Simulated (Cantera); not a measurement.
Input: 1 mol PbO, 60 mol H₂, equilibrated at 20.0 mbar.

These are equilibrium values from Cantera (NASA tables, ideal gas, pure condensed phases), not measurements of a reactor. Candidate condensed phases: H₂O, Pb, PbO, PbO₂, Pb₃O₄; 12 gas species. Equilibrium is a limit: real reactors are often held back by kinetics, nucleation or transport.

x: gas mole fraction; n: condensed amount in mol.

```
T (K)   x H₂   x H₂O     x Pb       x H    x Pb₂  n Pb(l)
-----  -----  ------  -------  --------  -------  -------
1073   0.980  0.0166  0.00365   9.80e-8  3.17e-8    0.780
1123   0.974  0.0165        …         …        …        …
1173   0.967  0.0164   0.0164   8.20e-7  3.58e-7        0
1223   0.967  0.0164   0.0164   2.09e-6  2.78e-7        0
1273   0.967  0.0164   0.0164   4.96e-6  2.20e-7        0
1323   0.967  0.0164   0.0164   1.10e-5  1.77e-7        0
1373   0.967  0.0164   0.0164         …        …        0
1423   0.967  0.0164   0.0164   4.62e-5  1.20e-7        0
1473   0.967  0.0164   0.0164   8.80e-5  1.00e-7        0
1523   0.967  0.0164   0.0164  0.000161  8.51e-8        0
```

Question: Fill in the missing entries.

Answer: 
- 1123, x Pb: 0.00914
- 1123, x H: 2.97e-7
- 1123, x Pb₂: 1.47e-7
- 1123, n Pb(l): 0.447
- 1373, x H: 2.32e-5
- 1373, x Pb₂: 1.44e-7
